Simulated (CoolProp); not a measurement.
A simple Rankine cycle with tetrahydrofuran: condensing at 304.15 K, boiler at 0.651 MPa, turbine inlet 412.4 K, turbine efficiency 0.6, pump efficiency 0.8, no recuperator. Each further row changes one setting.

Values from CoolProp's reference Helmholtz-energy equation of state, Fiedler 2023.

```
case                             thermal efficiency (%)  net work (kJ/kg)  heat in (kJ/kg)  turbine exit temperature (K)  volume ratio over the turbine
-------------------------------  ----------------------  ----------------  ---------------  ----------------------------  -----------------------------
as stated                                          13.0              73.8              568                         348.4                           21.9
turbine inlet 432.4 K                              13.1              78.8              601                         369.7                           21.8
condensing temperature 296.15 K                    13.9              81.0              582                         342.6                           30.5
boiler pressure 0.456 MPa                          11.8              67.8              573                         357.3                           15.1
turbine efficiency 0.5                             10.8              61.4              568                         358.0                           22.5
```
